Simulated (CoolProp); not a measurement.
CH2F2 (R32) at 262.23 K and 13.8 MPa is throttled through a valve to 3.65 MPa with no heat exchange. Each further row changes one setting.

Computed with CoolProp (reference Helmholtz-energy equation of state, Tillner-Roth 1997).

| case | temperature change (K) | final density (kg/m³) |
|---|---|---|
| as stated | +1.7 | 1100 |
| outlet pressure 1.09 MPa | +2.0 | 1090 |
| outlet pressure 4.75 MPa | +1.5 | 1100 |
